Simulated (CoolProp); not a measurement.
Computed with CoolProp (reference Helmholtz-energy equation of state, Lemmon 2022).

Problem. For R1234yf, give the phase and the Z, conductivity (mW/(m K)) at 383.9 K and 30.5 bar; 383.9 K and 40.6 bar.

Solution. 
- 383.9 K and 30.5 bar: gas; Z 0.654, conductivity 25.2
- 383.9 K and 40.6 bar: supercritical; Z 0.451, conductivity 34.4

Thermal conductivity comes from a separate model (Perkins 2011).
